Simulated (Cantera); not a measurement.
Cantera with NASA thermochemical tables; ideal gases at 1 bar, condensed phases pure. Values are per mole of reaction as written; species without (g) are pure solids or liquids, kept so even where they would boil at 1 bar.

4 C2H2(g) + 4 NaOH(g) + O2(g) ⇌ 2 Na2CO3 + 3 C2H4(g), with ΔH° = -2225.9 kJ and ΔS° = -987.4 J/K at 300 K.

**Question.** How far is the shortcut ΔG° ≈ ΔH°(300 K) − T·ΔS°(300 K) from the full temperature-dependent value at 848, 923, 998, 1073, 1148, 1223 K?

**Answer.** 
```tsv
T (K)	shortcut (kJ)	full (kJ)	difference (kJ)	difference in log10 K	condensed phases
848	-1388.6	-1388.2	-0.4	0.03	Na2CO3(s)
923	-1314.6	-1316.1	1.5	-0.09	Na2CO3(s)
998	-1240.5	-1244.5	4.0	-0.21	Na2CO3(s)
1073	-1166.5	-1173.6	7.1	-0.35	Na2CO3(s)
1148	-1092.4	-1104.7	12.3	-0.56	Na2CO3(l)
1223	-1018.3	-1039.1	20.8	-0.89	Na2CO3(l)
```
The shortcut ignores heat capacities and the phase changes listed.
